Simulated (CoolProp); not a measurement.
Vapour-liquid equilibrium of cyclopropane (1) + R134a (2) at 19.65 °C; x and y are mole fractions of (1).

Values from CoolProp's multi-fluid Helmholtz-energy mixture model, Polt 1992 and Tillner-Roth 1994; pair parameters Bell 2016. This equation is an older, rougher fit; its heat capacities, sound speeds and derivatives of the liquid may be far off and weren't checked against measurements.

| x | bubble pressure (bar) | y at the bubble point | dew pressure at overall composition x (bar) | liquid density (mol/L) |
|---|---|---|---|---|
| 0.05 | 6.204 | (withheld) | (withheld) | 12.07 |
| 0.125 | 6.859 | 0.247 | 6.230 | 12.16 |
| 0.2 | 7.339 | 0.336 | 6.609 | 12.26 |
| 0.275 | 7.678 | 0.402 | 7.009 | (withheld) |
| 0.35 | 7.905 | 0.453 | 7.412 | 12.52 |
| 0.425 | 8.046 | 0.495 | 7.785 | 12.68 |
| 0.5 | 8.120 | 0.532 | 8.058 | 12.87 |
| 0.575 | 8.136 | 0.567 | 8.133 | 13.09 |
| 0.65 | 8.097 | 0.603 | 7.971 | 13.34 |
| 0.725 | 7.988 | 0.645 | 7.653 | 13.62 |
| 0.8 | 7.783 | 0.697 | (withheld) | 13.93 |
| 0.875 | 7.429 | 0.770 | 6.878 | (withheld) |
| 0.95 | 6.840 | 0.882 | 6.496 | 14.65 |

Question: Complete the blanks.

Answer: 
- 0.05, y at the bubble point: 0.120
- 0.05, dew pressure at overall composition x (bar): 5.876
- 0.275, liquid density (mol/L): 12.38
- 0.8, dew pressure at overall composition x (bar): 7.271
- 0.875, liquid density (mol/L): 14.27

y crosses x between x = 0.5 and 0.575: the model has an azeotrope there.

The pair parameters rest on a limited set of measurements; away from them the model extrapolates.
